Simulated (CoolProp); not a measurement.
Vapour-liquid equilibrium of acetone (1) + n-decane (2) at 328.2 K; x and y are mole fractions of (1).

Model: multi-fluid Helmholtz-energy mixture model, Lemmon 2006 and Lemmon 2006; pair parameters Bell 2016, in CoolProp.

Give the bubble pressure and the first vapour's composition at x = 0.05, 0.35, 0.65. Is there an azeotrope?

x = 0.05: 12.62 kPa, y = 0.911; x = 0.35: 64.43 kPa, y = 0.986; x = 0.65: 78.48 kPa, y = 0.990. No azeotrope shows between x = 0.05 and 0.95.

The pair parameters rest on a limited set of measurements; away from them the model extrapolates. With so large a gap from Raoult's law the liquid may split in two, which this calculation doesn't test in full.
